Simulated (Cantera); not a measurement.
A perfectly stirred reactor is fed with 37.0 % C3H8, 63.0 % H2, at 0.000355 atm; it is held at 1150 K, and followed from long to short residence time.

Cantera simulation using GRI-Mech 3.0 (53 species, 325 reactions); the numbers are that mechanism's predictions, not measurements. GRI-Mech 3.0 was tuned for natural gas; its chemistry of propane as a main component is partial and can be far from experiment. GRI-Mech 3.0 stops at C3 and has no aromatics, soot or wall deposition, so with more carbon than oxygen in the feed, carbon stays in small species such as C2H2 where larger ones or solid carbon would form. Radical loss at walls, strong at low pressure, is not modelled.

One state of this run: x C3H8 = 0.212; x H2 = 0.561; x C2H4 = 0.113; x CH4 = 0.107; x C2H = 2.15e-11. x: mole fraction; the columns are a selection and need not sum to one.

Problem. Which value of τ (s) does it belong to?
A. 7.7
B. 0.48
C. 0.00073
D. 1.2

Solution. B, 0.48
